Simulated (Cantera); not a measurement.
A freely propagating, adiabatic, planar premixed flame of CH₄ : H₂ : O₂ : N₂ = 1 : 0.31 : 1.8 : 6.75 (molar parts), unburnt at 350 K and 210000 Pa; mixture-averaged transport, grid criteria slope 0.08 and curve 0.16, no radiation.

Computed with Cantera and GRI-Mech 3.0 (53 species, 325 reactions). Burning velocities carry a grid error of a few per cent, more on coarse grids.

x: mole fraction of selected species; z is measured from the peak of heat release.

```json
[
 {"z (mm)": "-0.693", "T (K)": "350", "u (m/s)": "0.407", "x CH₄": "0.101", "x H₂": "0.0317", "x O₂": "0.183", "x CO": "2.24e-6", "x HO₂": "2.63e-8", "x HCO": "<1e-8"},
 {"z (mm)": "-0.462", "T (K)": "353", "u (m/s)": "0.411", "x CH₄": "0.101", "x H₂": "0.0321", "x O₂": "0.182", "x CO": "3.19e-5", "x HO₂": "3.75e-7", "x HCO": "<1e-8"},
 {"z (mm)": "-0.347", "T (K)": "366", "u (m/s)": "0.426", "x CH₄": "0.100", "x H₂": "0.0328", "x O₂": "0.182", "x CO": "0.000232", "x HO₂": "2.80e-6", "x HCO": "<1e-8"},
 {"z (mm)": "-0.231", "T (K)": "[?]", "u (m/s)": "0.548", "x CH₄": "0.0947", "x H₂": "0.0343", "x O₂": "0.175", "x CO": "[?]", "x HO₂": "[?]", "x HCO": "<1e-8"},
 {"z (mm)": "-0.116", "T (K)": "988", "u (m/s)": "1.17", "x CH₄": "0.0643", "x H₂": "0.0365", "x O₂": "0.133", "x CO": "0.0182", "x HO₂": "0.000168", "x HCO": "3.64e-7"},
 {"z (mm)": "-0.0578", "T (K)": "1431", "u (m/s)": "1.71", "x CH₄": "0.0352", "x H₂": "0.0376", "x O₂": "0.0887", "x CO": "0.0360", "x HO₂": "0.000156", "x HCO": "8.64e-6"},
 {"z (mm)": "0", "T (K)": "1824", "u (m/s)": "2.20", "x CH₄": "0.00881", "x H₂": "0.0364", "x O₂": "0.0407", "x CO": "0.0533", "x HO₂": "6.71e-5", "x HCO": "3.01e-5"},
 {"z (mm)": "0.0578", "T (K)": "1993", "u (m/s)": "2.40", "x CH₄": "[?]", "x H₂": "[?]", "x O₂": "[?]", "x CO": "0.0551", "x HO₂": "[?]", "x HCO": "[?]"},
 {"z (mm)": "0.116", "T (K)": "2040", "u (m/s)": "2.45", "x CH₄": "3.91e-5", "x H₂": "0.0292", "x O₂": "0.00568", "x CO": "0.0495", "x HO₂": "4.05e-6", "x HCO": "1.32e-6"},
 {"z (mm)": "0.231", "T (K)": "2080", "u (m/s)": "2.49", "x CH₄": "1.31e-7", "x H₂": "0.0289", "x O₂": "0.00244", "x CO": "0.0439", "x HO₂": "1.95e-6", "x HCO": "1.47e-7"},
 {"z (mm)": "0.462", "T (K)": "2121", "u (m/s)": "2.53", "x CH₄": "<1e-8", "x H₂": "0.0289", "x O₂": "0.00135", "x CO": "0.0422", "x HO₂": "1.08e-6", "x HCO": "9.90e-8"},
 {"z (mm)": "0.925", "T (K)": "2157", "u (m/s)": "2.57", "x CH₄": "<1e-8", "x H₂": "0.0285", "x O₂": "0.000637", "x CO": "0.0420", "x HO₂": "4.83e-7", "x HCO": "6.25e-8"},
 {"z (mm)": "1.85", "T (K)": "2181", "u (m/s)": "2.59", "x CH₄": "<1e-8", "x H₂": "0.0282", "x O₂": "0.000243", "x CO": "0.0420", "x HO₂": "1.62e-7", "x HCO": "3.67e-8"}
]
```

Question: What belongs in the gaps?

Answer: 
- -0.231, T (K): 469
- -0.231, x CO: 0.00237
- -0.231, x HO₂: 3.30e-5
- 0.0578, x CH₄: 0.000766
- 0.0578, x H₂: 0.0316
- 0.0578, x O₂: 0.0141
- 0.0578, x HO₂: 1.20e-5
- 0.0578, x HCO: 1.31e-5
